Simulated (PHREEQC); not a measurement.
Consider water at 89 °C with 0.14 mol/kgw Pb(NO3)2 and 0.2 mol/kgw NaF. Closed to the air; pH follows from the charge balance.

Equilibrium calculation in PHREEQC: ion-association model, wateq4f.dat.

```
quantity                    before    after
------------------------  --------  -------
pH                            5.48     4.22
ionic strength (mol/kgw)     0.414    0.304
NO3- (mol/kgw)               0.242    0.222
Pb+2 (mol/kgw)              0.0520   0.0820
PbNO3+ (mol/kgw)            0.0376   0.0578
Pb2OH+3 (mol/kgw)         0.000504  6.96e-5
SI of Litharge (PbO)         -1.55    -3.86
SI of Pb(OH)2 (Pb(OH)2)      +2.70    +0.40
```

Question: What was changed between the two runs?
(A) temperature from 89 to 45 °C
(B) diluted 5-fold with water
(C) NaF left out
(D) diluted 100-fold with water
(E) temperature from 89 to 90 °C

Answer: C, NaF left out

This is a speciation only: nothing precipitates in the calculation. Some of these states are supersaturated (in PbF2, Pb(OH)2, for instance). Constants without temperature data keep their 25 °C values here.
